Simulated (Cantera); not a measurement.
## Hydrocarbon pyrolysis for carbon deposition

An isothermal, constant-pressure homogeneous reactor starts with 4.00 % C₃H₈, 96.0 % H₂, at 1025 K and 0.790 bar.

Cantera simulation using GRI-Mech 3.0 (53 species, 325 reactions); the numbers are that mechanism's predictions, not measurements. GRI-Mech 3.0 was tuned for natural gas; its chemistry of propane as a main component is partial and can be far from experiment. GRI-Mech 3.0 stops at C3 and has no aromatics, soot or wall deposition, so with more carbon than oxygen in the feed, carbon stays in small species such as C2H2 where larger ones or solid carbon would form.

| t (s) | x C₃H₈ | x H₂ | x CH₂ | x H | x CH₄ | x C₂H₂ | x C₂H₆ |
|---|---|---|---|---|---|---|---|
| 6.00e-6 | 0.0400 | 0.960 | <1e-12 | 5.64e-10 | 1.22e-9 | <1e-12 | 3.20e-10 |
| 2.23e-5 | 0.0400 | 0.960 | <1e-12 | 2.66e-9 | 1.84e-8 | <1e-12 | 3.56e-9 |
| 8.28e-5 | 0.0400 | 0.960 | <1e-12 | 1.18e-8 | 3.23e-7 | <1e-12 | 2.65e-8 |
| 0.000307 | 0.0400 | 0.960 | <1e-12 | 4.68e-8 | 5.23e-6 | <1e-12 | 1.25e-7 |
| 0.00114 | 0.0399 | 0.960 | <1e-12 | 1.64e-7 | 7.30e-5 | 6.15e-11 | 5.39e-7 |
| 0.00424 | 0.0393 | 0.959 | <1e-12 | 3.27e-7 | 0.000710 | 5.80e-9 | 4.39e-6 |
| 0.0158 | 0.0364 | 0.957 | <1e-12 | 3.34e-7 | 0.00348 | 1.45e-7 | 5.58e-5 |
| 0.0585 | 0.0278 | 0.949 | <1e-12 | 3.06e-7 | 0.0117 | 1.85e-6 | 0.000610 |
| 0.217 | 0.0124 | 0.934 | <1e-12 | 2.27e-7 | 0.0268 | 1.32e-5 | 0.00422 |
| 0.808 | 0.00195 | 0.923 | <1e-12 | 1.33e-7 | 0.0378 | 4.22e-5 | 0.0131 |
| 3.00 | 1.68e-5 | 0.920 | <1e-12 | 1.21e-7 | 0.0417 | 7.14e-5 | 0.0206 |
x: mole fraction; the columns are a selection and need not sum to one.

Equilibrium at this temperature and pressure: C₃H₈ 3.79e-10, H₂ 0.880, CH₂ <1e-12, H 4.63e-9, CH₄ 0.120, C₂H₂ 1.42e-8, C₂H₆ 3.58e-6 (gas phase only).
